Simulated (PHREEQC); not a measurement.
Make-up at 65 °C: 7.9 mmol/kgw HF, 9.5 mmol/kgw NH4F and 0.71 mmol/kgw H2SO4. Closed to the air; pH follows from the charge balance.

Computed with PHREEQC (ion-association model, wateq4f.dat).

```csv
quantity,before,after
pH,3.44,2.78
ionic strength (mol/kgw),0.0105,0.00323
HF (mol/kgw),0.00850,0.00726
F- (mol/kgw),0.00821,0.00144
HF2- (mol/kgw),0.000307,4.59e-5
H2F2 (mol/kgw),4.02e-5,2.93e-5
```

Question: Name the change that produced these shifts.
A. NH4F from 0.0095 to 0.00095 mol/kgw
B. H2SO4 left out
C. NH4F from 0.0095 to 0.0019 mol/kgw
D. H2SO4 from 0.00071 to 0.00355 mol/kgw
E. H2SO4 from 0.00071 to 0.000355 mol/kgw

Answer: A, NH4F from 0.0095 to 0.00095 mol/kgw

No solid was allowed to form. At this temperature some constants are extrapolated from 25 °C, and those without enthalpy data are left unchanged.
